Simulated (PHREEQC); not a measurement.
Make-up at 25 °C: 0.0013 mol/kgw KOH, 0.23 mol/kgw Fe(NO3)3 and 4.7e-05 mol/kgw CO2. Closed to the air; pH follows from the charge balance.

All values are PHREEQC results (ion-association model, wateq4f.dat), not measurements.

Each row changes one thing in this solution. Precipitation was switched off in this run.

```csv
case,pH,ionic strength (mol/kgw),Fe+3 (mol/kgw),FeOH+2 (mol/kgw),Fe2(OH)2+4 (mol/kgw),Fe3(OH)4+5 (mol/kgw),SI of Goethite (FeOOH),SI of Hematite (Fe2O3)
as made,1.65,1.33,0.198,0.0228,0.00422,0.000186,+4.02,+10.05
0.012 mol/kgw ZnSO4 added,1.66,(withheld),0.187,0.0222,0.00437,0.000204,+4.04,+10.09
temperature from 25 to 65 °C,1.27,1.26,0.155,0.0575,0.00831,6.89e-5,+3.98,+10.15
KOH from 0.0013 to 0.00117 mol/kgw,(withheld),1.33,0.198,0.0227,0.00420,0.000185,+4.01,+10.04
Fe(NO3)3 from 0.23 to 0.253 mol/kgw,1.65,1.47,0.221,0.0255,0.00295,0.000106,+4.06,+10.13
```

Question: What belongs in the gaps?

Answer: 
- 0.012 mol/kgw ZnSO4 added, ionic strength (mol/kgw): 1.31
- KOH from 0.0013 to 0.00117 mol/kgw, pH: 1.64

The ionic strength passes 0.7 mol/kgw, the rough limit of the ion-association models, in every such run. Some of these states are supersaturated (in Hematite (slow to form), Goethite (slow to form), Jarosite-K, for instance). Away from 25 °C the constants follow the database's enthalpies or fits; those with neither stay at their 25 °C values.
